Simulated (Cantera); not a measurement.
Cantera with NASA thermochemical tables; ideal gases at 1 bar, condensed phases pure. Values are per mole of reaction as written; species without (g) are pure solids or liquids, kept so even where they would boil at 1 bar.

Task: Between 1550 and 2150 K, where is each reaction favourable under standard conditions?
- 3 CuF2 + NH3(g) = NF3(g) + 3 HF(g) + 3 Cu

Result: 
- 3 CuF2 + NH3(g) = NF3(g) + 3 HF(g) + 3 Cu: ΔG° is 127 kJ at 1550 K and -10 kJ at 2150 K; it changes sign between 2050 and 2150 K. ΔH° is 451 kJ and ΔS° 214 J/K at 2150 K.
